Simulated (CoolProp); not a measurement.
R124 along the isobar 5.88 MPa: density (kg/m³) from the reference equation and from simpler models built on Tc = 395.4 K, pc = 3.624 MPa, ω = 0.288; each cubic takes its own stable root.

Model: reference Helmholtz-energy equation of state, de Vries 1995, in CoolProp.

```csv
T (K),phase,reference
190.5,liquid,1678
211.2,liquid,1625
231.9,liquid,1571
252.6,liquid,1515
273.2,liquid,1457
293.9,liquid,1395
314.6,liquid,1329
335.3,liquid,1256
356,liquid,1174
376.7,liquid,1074
397.4,supercritical,938.2
418.1,supercritical,707.0
438.8,supercritical,440.1
```

### Question
How far does each simpler model (van der Waals, Redlich-Kwong, Soave-Redlich-Kwong, Peng-Robinson) lie from the reference over these 13 states: mean and median of the absolute difference, and the worst?

### Answer
- van der Waals: mean 33.0 %, median 36.6 %, worst -39.5 % at 190.5 K and 5.88 MPa
- Redlich-Kwong: mean 11.5 %, median 11.1 %, worst -15.4 % at 397.4 K and 5.88 MPa
- Soave-Redlich-Kwong: mean 10.1 %, median 8.6 %, worst -16.7 % at 418.1 K and 5.88 MPa
- Peng-Robinson: mean 3.7 %, median 3.4 %, worst -10.0 % at 418.1 K and 5.88 MPa
